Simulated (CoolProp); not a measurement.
Vapour-liquid equilibrium of propane (1) + R134a (2) at -11.55 °C; x and y are mole fractions of (1).

The numbers come from the multi-fluid Helmholtz-energy mixture model, Lemmon 2009 and Tillner-Roth 1994; pair parameters Bell 2016 in CoolProp.

```csv
x,bubble pressure (kPa),y at the bubble point,dew pressure at overall composition x (kPa),liquid density (mol/L)
0.05,256.3,0.282,198.0,12.94
0.125,322.3,0.452,213.9,12.78
0.2,360.1,0.528,232.4,12.64
0.275,381.3,0.569,254.0,12.50
0.35,393.0,0.593,279.5,12.39
0.425,399.6,0.610,309.8,12.30
0.5,403.5,0.623,345.5,12.23
0.575,405.9,0.637,384.3,12.18
0.65,407.0,0.654,406.9,12.15
0.725,405.8,0.677,398.2,12.15
0.8,400.4,0.714,380.3,12.17
0.875,387.1,0.773,360.3,12.22
0.95,359.4,0.878,340.5,12.28
```

y crosses x between x = 0.65 and 0.725: the model has an azeotrope there.

The pair parameters rest on a limited set of measurements; away from them the model extrapolates. With so large a gap from Raoult's law the liquid may split in two, which this calculation doesn't test in full.
